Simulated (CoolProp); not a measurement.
Cyclohexane along the isotherm 620 K: fugacity coefficient from the reference equation and from simpler models built on Tc = 553.6 K, pc = 4.081 MPa, ω = 0.209; each cubic takes its own stable root.

Values from CoolProp's reference Helmholtz-energy equation of state, Zhou 2014.

```
p (MPa)          phase  reference  van der Waals  Redlich-Kwong  Soave-Redlich-Kwong  Peng-Robinson
-------  -------------  ---------  -------------  -------------  -------------------  -------------
0.0194             gas     0.9989         0.9989         0.9988               0.9989         0.9987
0.0301             gas     0.9983         0.9983         0.9982               0.9983         0.9980
0.0469             gas     0.9973         0.9974         0.9972               0.9973         0.9969
0.0731             gas     0.9958         0.9960         0.9956               0.9958         0.9952
0.114              gas     0.9934         0.9937         0.9932               0.9935         0.9926
0.177              gas     0.9898         0.9903         0.9894               0.9899         0.9885
0.276              gas     0.9841         0.9848         0.9835               0.9844         0.9821
0.429              gas     0.9753         0.9764         0.9744               0.9757         0.9723
0.669              gas     0.9616         0.9633         0.9603               0.9623         0.9570
1.04               gas     0.9405         0.9431         0.9386               0.9417         0.9337
1.62               gas     0.9080         0.9116         0.9052               0.9100         0.8981
2.52               gas     0.8585         0.8630         0.8544               0.8619         0.8448
3.93               gas     0.7830         0.7868         0.7771               0.7891         0.7655
6.12     supercritical     0.6709         0.6649         0.6622               0.6824         0.6532
```
